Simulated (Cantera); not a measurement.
A perfectly stirred reactor is fed with 4.95 % CH4, 0.475 % CO, 19.9 % O2, 74.7 % N2, equivalence ratio 0.51, at 735 Torr; it is adiabatic with a 398 K inlet, and is followed from long to short residence time, starting on the burning branch (τ in s: 0.45, 0.18, 0.068, 0.027, 0.01, 0.004, 0.0015, 0.0006, 0.00023, 9e-05, 3.5e-05, 1.4e-05).

Model: GRI-Mech 3.0 (53 species, 325 reactions), integrated in Cantera.

One state of this run: T (K) = 1572; x CH4 = 4.63e-5; x CO = 0.000845; x O2 = 0.0980; x HCN = 2.25e-9; x NO = 2.77e-6; x HCO = 5.39e-8. x: mole fraction; the columns are a selection and need not sum to one.

Question: Which value of τ (s) does it belong to?
A. 0.00060
B. 0.027
C. 0.45
D. 9.0e-5

Answer: B, 0.027
